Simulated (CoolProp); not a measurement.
A Linde-Hampson liquefier for normal hydrogen: isothermal reversible compression at 280 K from 1 atm to 30 MPa, throttling to 1 atm, return gas leaving the recuperator 0 K below the feed. Each further row changes one setting.

Computed with CoolProp (reference Helmholtz-energy equation of state, Leachman 2009).

| case | compression work (kJ/kg of gas) |
|---|---|
| as stated | 6790 |
| high pressure 60 MPa | 7830 |
| warm-end temperature 310 K | 7500 |
| warm-end gap 5 K | 6790 |
